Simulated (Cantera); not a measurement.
A diamond (100) surface in a fixed gas of H2 with x(CH4) = 0.0076, x(H) = 0.0053, x(CH3) = 0.00028, at 1400 K; coverages are run to steady state.

Model: the Harris–Goodwin 1993 mechanism for the reconstructed diamond (100) surface, integrated in Cantera.

θ: site fractions in the mechanism's names (c6HH fully hydrogenated, c6H* and c6*H radical sites, c6** diradical, c6HM methylated).

```json
[
 {"P (Pa)": "640", "growth (µm/h)": "0.135", "θ c6HH": "0.341", "θ c6H*": "0.0592", "θ c6*H": "0.542", "θ c6**": "0.0574", "θ c6HM": "(withheld)"},
 {"P (Pa)": "1100", "growth (µm/h)": "0.325", "θ c6HH": "0.341", "θ c6H*": "0.0592", "θ c6*H": "0.542", "θ c6**": "0.0573", "θ c6HM": "(withheld)"},
 {"P (Pa)": "1800", "growth (µm/h)": "0.681", "θ c6HH": "0.341", "θ c6H*": "0.0592", "θ c6*H": "0.542", "θ c6**": "0.0572", "θ c6HM": "(withheld)"},
 {"P (Pa)": "3100", "growth (µm/h)": "1.45", "θ c6HH": "0.341", "θ c6H*": "0.0592", "θ c6*H": "0.542", "θ c6**": "0.0571", "θ c6HM": "(withheld)"},
 {"P (Pa)": "5300", "growth (µm/h)": "2.94", "θ c6HH": "0.341", "θ c6H*": "0.0592", "θ c6*H": "0.542", "θ c6**": "0.0571", "θ c6HM": "(withheld)"},
 {"P (Pa)": "9000", "growth (µm/h)": "5.76", "θ c6HH": "0.341", "θ c6H*": "0.0592", "θ c6*H": "0.541", "θ c6**": "0.0570", "θ c6HM": "(withheld)"},
 {"P (Pa)": "15000", "growth (µm/h)": "11.0", "θ c6HH": "0.341", "θ c6H*": "0.0593", "θ c6*H": "0.541", "θ c6**": "0.0570", "θ c6HM": "(withheld)"},
 {"P (Pa)": "26000", "growth (µm/h)": "22.7", "θ c6HH": "0.341", "θ c6H*": "0.0594", "θ c6*H": "0.541", "θ c6**": "0.0570", "θ c6HM": "(withheld)"}
]
```

Task: Complete the blanks.

Result: 
- 640, θ c6HM: 1.03e-5
- 1100, θ c6HM: 1.89e-5
- 1800, θ c6HM: 3.28e-5
- 3100, θ c6HM: 5.95e-5
- 5300, θ c6HM: 0.000106
- 9000, θ c6HM: 0.000183
- 15000, θ c6HM: 0.000305
- 26000, θ c6HM: 0.000519
